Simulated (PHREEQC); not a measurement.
Solution (4.3 °C): 0.235 mol ZnSO4, 0.041 mol ZnCl2, 0.065 mol HCl and 0.0018 mol Na2SO4 per kg of water. Closed to the air; pH follows from the charge balance.

All values are PHREEQC results (ion-association model, phreeqc.dat), not measurements.

Q: The ionic strength comes out as 0.633 mol/kgw. What activity coefficients do Na+, ZnCl3-, HSO4-, NaSO4-, ZnCl+ get?

A: Na+ 0.73, ZnCl3- 0.64, HSO4- 0.75, NaSO4- 0.69, ZnCl+ 0.64.

This is a speciation only: nothing precipitates in the calculation. At this temperature some constants are extrapolated from 25 °C, and those without enthalpy data are left unchanged.
